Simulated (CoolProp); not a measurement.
Saturation properties of tetrahydrofuran (Tc = 540.2 K, pc = 5.304 MPa, ω = 0.234).

The numbers come from the reference Helmholtz-energy equation of state, Fiedler 2023 in CoolProp.

| T (K) | p (MPa) | liquid density (kg/m³) | vapour density (kg/m³) | liquid cp (kJ/(kg K)) |
|---|---|---|---|---|
| 379.7 | 0.3219 | 786.7 | 7.872 | 2.063 |
| 388.6 | 0.3998 | 775.4 | 9.670 | 2.105 |
| 397.4 | 0.4901 | 763.9 | 11.75 | 2.148 |
| 406.3 | 0.5962 | 752.0 | 14.19 | 2.193 |
| 415.1 | 0.7172 | 739.9 | 16.99 | 2.239 |
| 424 | 0.8574 | 727.3 | 20.26 | 2.288 |
| 432.8 | 1.015 | 714.4 | 23.99 | 2.339 |
| 441.7 | 1.196 | 700.9 | 28.33 | 2.395 |
| 450.5 | 1.397 | 686.9 | 33.28 | 2.455 |
| 459.4 | 1.624 | 672.0 | 39.08 | 2.523 |
| 468.2 | 1.876 | 656.4 | 45.73 | 2.599 |
| 477.1 | 2.159 | 639.6 | 53.59 | 2.689 |
| 485.9 | 2.469 | 621.7 | 62.79 | 2.799 |
| 494.8 | 2.817 | 601.8 | 73.96 | 2.943 |

It boils at 339.1 K under 1 atm.
